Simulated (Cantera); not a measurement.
Input (Python, Cantera):

```python
import numpy as np
import cantera as ct

gas = ct.Solution("SiF4_NH3_mec.yaml", "gas")
gas.TPX = 1823, 42000, {'NH3': 1, 'H2': 0.15}
reactor = ct.IdealGasConstPressureReactor(gas, energy="off", clone=False)
net = ct.ReactorNet([reactor])
net.rtol, net.atol = 1e-08, 1e-18
show = ['NH3', 'H2', 'H', 'N2H2', 'NH', 'N2', 'NH2']
times = np.geomspace(2e-05, 2, 15)

steps = ct.SolutionArray(gas, extra=["t"])
rows = []
print(f"{'t/s':>10s}{'T/K':>9s}{'P/Pa':>11s}" + "".join(f"{s:>11s}" for s in show))
for t in times:
    while net.time < t:
        t_next = net.step()
        steps.append(gas.state, t=t_next)
    rows.append([np.interp(t, steps.t, y) for y in (steps.T, steps.P, *steps(*show).X.T)])
    print(f"{t:10.3e}{rows[-1][0]:9.1f}{rows[-1][1]:11.4g}" + "".join(f"{x:11.3e}" for x in rows[-1][2:]))
rate = np.gradient(steps.T, steps.t)
print("integrator steps:", len(steps.t))
if steps.T.max() > steps.T[0] + 200:
    print(f"time of steepest temperature rise: {steps.t[rate.argmax()]:.4e} s")
gas.TPX = 1823, 42000, {'NH3': 1, 'H2': 0.15}
gas.equilibrate("TP")
print(f"equilibrium (TP): T = {gas.T:.1f} K  " + "  ".join(f"{s} {gas[s].X[0]:.3e}" for s in show))
```

Output:

```
       t/s      T/K       P/Pa        NH3         H2          H       N2H2         NH         N2        NH2
 2.000e-05   1823.0    4.2e+04  8.695e-01  1.304e-01  1.044e-06  1.586e-09  4.293e-09  7.029e-11  1.752e-05
 4.552e-05   1823.0    4.2e+04  8.695e-01  1.305e-01  2.285e-06  1.168e-08  2.623e-08  3.426e-09  3.990e-05
 1.036e-04   1823.0    4.2e+04  8.694e-01  1.305e-01  5.085e-06  7.512e-08  1.422e-07  1.401e-07  9.031e-05
 2.358e-04   1823.0    4.2e+04  8.693e-01  1.305e-01  1.111e-05  4.418e-07  6.742e-07  3.928e-06  1.985e-04
 5.365e-04   1823.0    4.2e+04  8.688e-01  1.308e-01  2.058e-05  1.802e-06  2.159e-06  5.792e-05  3.674e-04
 1.221e-03   1823.0    4.2e+04  8.675e-01  1.316e-01  2.526e-05  2.838e-06  3.102e-06  3.559e-04  4.473e-04
 2.779e-03   1823.0    4.2e+04  8.646e-01  1.337e-01  2.588e-05  2.871e-06  3.149e-06  1.134e-03  4.496e-04
 6.325e-03   1823.0    4.2e+04  8.581e-01  1.386e-01  2.686e-05  2.832e-06  3.158e-06  2.894e-03  4.470e-04
 1.439e-02   1823.0    4.2e+04  8.434e-01  1.493e-01  2.906e-05  2.745e-06  3.174e-06  6.826e-03  4.413e-04
 3.276e-02   1823.0    4.2e+04  8.113e-01  1.728e-01  3.396e-05  2.562e-06  3.200e-06  1.541e-02  4.290e-04
 7.455e-02   1823.0    4.2e+04  7.448e-01  2.216e-01  4.461e-05  2.213e-06  3.218e-06  3.321e-02  4.041e-04
 1.697e-01   1823.0    4.2e+04  6.205e-01  3.126e-01  6.673e-05  1.649e-06  3.166e-06  6.645e-02  3.575e-04
 3.861e-01   1823.0    4.2e+04  4.300e-01  4.521e-01  1.092e-04  9.603e-07  2.931e-06  1.174e-01  2.805e-04
 8.788e-01   1823.0    4.2e+04  2.182e-01  6.073e-01  1.832e-04  3.833e-07  2.390e-06  1.741e-01  1.780e-04
 2.000e+00   1823.0    4.2e+04  6.933e-02  7.163e-01  3.043e-04  8.525e-08  1.532e-06  2.139e-01  7.965e-05
integrator steps: 923
equilibrium (TP): T = 1823.0 K  NH3 3.758e-06  H2 7.669e-01  H 5.893e-04  N2H2 6.589e-14  NH 2.749e-10  N2 2.325e-01  NH2 7.812e-09
```

Cantera simulation using the gas-phase N/H chemistry of the illustrative SiF4/NH3 mechanism in the Surface Chemkin manual (1991); the numbers are that mechanism's predictions, not measurements. Walls and surfaces, which speed up NH3 decomposition in real reactors, are not modelled.
